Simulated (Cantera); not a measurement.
**Equilibrium for iron carbonyl, mercury and lead vapours: PbO + H₂**

Charge: 1 mol PbO, 5.1 mol H₂, at 1598 K.

Method: chemical equilibrium by Gibbs-energy minimisation in Cantera with the NASA 1993 tables (ideal gas, pure condensed phases). Candidate condensed phases: H₂O, Pb, PbO, PbO₂, Pb₃O₄; 12 gas species. Rates play no part.

```csv
P (Pa),x H₂,x H₂O,x Pb,x H,x Pb₂,x OH,x PbO,x O,n Pb(l)
10,0.669,0.164,0.164,0.00435,3.37e-8,4.14e-5,2.81e-5,2.24e-7,0
52,0.671,0.164,0.164,0.00191,1.76e-7,1.82e-5,2.81e-5,4.31e-8,0
270,0.671,0.164,0.164,0.000839,9.13e-7,7.97e-6,2.81e-5,8.29e-9,0
1400,0.672,0.164,0.164,0.000369,4.74e-6,3.50e-6,2.81e-5,1.60e-9,0
7200,0.672,0.164,0.164,0.000163,2.44e-5,1.54e-6,2.81e-5,3.11e-10,0
37000,0.674,0.164,0.161,7.19e-5,0.000121,6.82e-7,2.76e-5,6.05e-11,0.0196
190000,0.779,0.190,0.0313,3.41e-5,2.35e-5,3.24e-7,5.37e-6,1.18e-11,0.835
1000000,0.799,0.195,0.00596,1.50e-5,4.47e-6,1.43e-7,1.02e-6,2.24e-12,0.969
```
x: gas mole fraction; n: condensed amount in mol.

From 0.000100 bar to 0.0720 bar nothing is condensed. From 0.370 bar to 10.0 bar the condensed part is Pb(l). The main Pb-bearing gas is Pb throughout.
